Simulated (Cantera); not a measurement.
Input: 1 mol MgO, 0.24 mol SO2, 0.83 mol O2, held at 0.370 bar.

Method: chemical equilibrium by Gibbs-energy minimisation in Cantera with the NASA 1993 tables (ideal gas, pure condensed phases). Candidate condensed phases: Mg, MgO, MgS, MgSO4, S; 14 gas species. Mutual solubility and eutectic melting of coexisting phases are not modelled. Kinetics and transport are ignored.

x: gas mole fraction; n: condensed amount in mol.

```
T (K)   x O2     x SO2     x SO3     x O      x SO  n MgO(s)  n MgSO4(s)
-----  -----  --------  --------  ------  --------  --------  ----------
600     1.00    <1e-12    <1e-12  <1e-12    <1e-12     0.760       0.240
700     1.00    <1e-12  7.04e-12  <1e-12    <1e-12     0.760       0.240
800     1.00  1.45e-10   3.05e-9  <1e-12    <1e-12     0.760       0.240
900     1.00   8.18e-8   3.32e-7     [?]    <1e-12     0.760       0.240
1000   1.000   1.25e-5   1.38e-5     [?]    <1e-12     0.760       0.240
1100   0.999  0.000747  0.000283     [?]    <1e-12     0.761       0.239
1200   0.974    0.0221   0.00341     [?]  3.03e-11     0.779       0.221
1300   0.774     0.212    0.0139     [?]   3.35e-9      1.00           0
1400   0.775     0.218   0.00753     [?]   2.53e-8      1.00           0
1500   0.775     0.220   0.00441     [?]   1.45e-7      1.00           0
1600   0.775     0.222   0.00275     [?]   6.60e-7      1.00           0
1700   0.775     0.223   0.00182     [?]   2.52e-6      1.00           0
1800   0.775     0.223   0.00126     [?]   8.25e-6      1.00           0
1900   0.775     0.223  0.000904     [?]   2.39e-5      1.00           0
```

Task: Complete the blanks.

Result: 
- 900, x O: 8.85e-12
- 1000, x O: 2.58e-10
- 1100, x O: 4.10e-9
- 1200, x O: 4.07e-8
- 1300, x O: 2.56e-7
- 1400, x O: 1.37e-6
- 1500, x O: 5.87e-6
- 1600, x O: 2.10e-5
- 1700, x O: 6.47e-5
- 1800, x O: 0.000176
- 1900, x O: 0.000432
